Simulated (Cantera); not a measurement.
A perfectly stirred reactor is fed with 14.7 % H₂, 17.9 % O₂, 67.4 % N₂, equivalence ratio 0.41, at 1.01 bar; it is adiabatic with a 425 K inlet, and is followed from long to short residence time, starting on the burning branch (τ in s: 0.27, 0.1, 0.041, 0.016, 0.0063, 0.0025, 0.00097, 0.00038, 0.00015, 5.8e-05, 2.3e-05, 9e-06).

Model: the H2/O2 subset of GRI-Mech 3.0, which has no nitrogen chemistry, integrated in Cantera.

Question: Predict: blow-out, bracketed by the residence times tried; x(H₂) at τ = 0.270 s; x(O₂) at τ = 0.270 s; x(HO₂) at τ = 0.270 s; x(H₂O₂) at τ = 0.270 s; x(H) at τ = 0.270 s; x(H₂) at τ = 0.970 ms; x(O₂) at τ = 0.970 ms; x(HO₂) at τ = 0.970 ms; x(H₂O₂) at τ = 0.970 ms; x(H) at τ = 0.970 ms.

Answer: 
```
Property                                                                       Value
------------------------------------------------  ----------------------------------
blow-out, bracketed by the residence times tried  burning at 58.0 µs, out at 23.0 µs
x(H₂) at τ = 0.270 s                                                         6.53e-5
x(O₂) at τ = 0.270 s                                                           0.114
x(HO₂) at τ = 0.270 s                                                        1.79e-6
x(H₂O₂) at τ = 0.270 s                                                       1.35e-7
x(H) at τ = 0.270 s                                                          4.01e-6
x(H₂) at τ = 0.970 ms                                                        0.00265
x(O₂) at τ = 0.970 ms                                                          0.113
x(HO₂) at τ = 0.970 ms                                                       3.66e-5
x(H₂O₂) at τ = 0.970 ms                                                      1.58e-6
x(H) at τ = 0.970 ms                                                         0.00104
```
